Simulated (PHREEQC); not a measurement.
# Hard or scaling water

Make-up at 10 °C: 0.0047 mol/kgw CaCl2 and 7.7e-05 mol/kgw Na2SO4. Closed to the air; pH follows from the charge balance.

Equilibrium calculation in PHREEQC: ion-association model, wateq4f.dat.

Each row changes one thing in this solution. No solid was allowed to form.

```tsv
case	pH	SO4-2 (mol/kgw)
as made	7.23	5.82e-5
0.00018 mol/kgw LiOH added	10.67	5.83e-5
Na2SO4 replaced by Li2SO4 at the same molality	7.23	5.82e-5
Na2SO4 from 7.7e-05 to 7.7e-06 mol/kgw	7.23	5.81e-6
diluted 5-fold with water	7.26	1.40e-5
CaCl2 left out	7.27	7.70e-5
CaCl2 from 0.0047 to 0.00517 mol/kgw	7.23	5.73e-5
Na2SO4 from 7.7e-05 to 0.000385 mol/kgw	7.23	0.000293
CaCl2 from 0.0047 to 0.00423 mol/kgw	7.23	5.91e-5
```

Species that the database lacks are ignored. At this temperature some constants are extrapolated from 25 °C, and those without enthalpy data are left unchanged.
